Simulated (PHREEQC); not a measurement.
Make-up at 25 °C: 0.0098 mol/kgw H2SO4 and 0.12 mol/kgw KCl. Closed to the air; pH follows from the charge balance.

The numbers come from PHREEQC with the ion-association model, phreeqc.dat.

Q: The ionic strength comes out as 0.141 mol/kgw. What activity coefficients do KSO4-, Cl-, SO4-2, H+, HSO4- get?

A: KSO4- 0.77, Cl- 0.74, SO4-2 0.33, H+ 0.81, HSO4- 0.76.

No solid was allowed to form. Complexes and solids missing from the database can't appear.
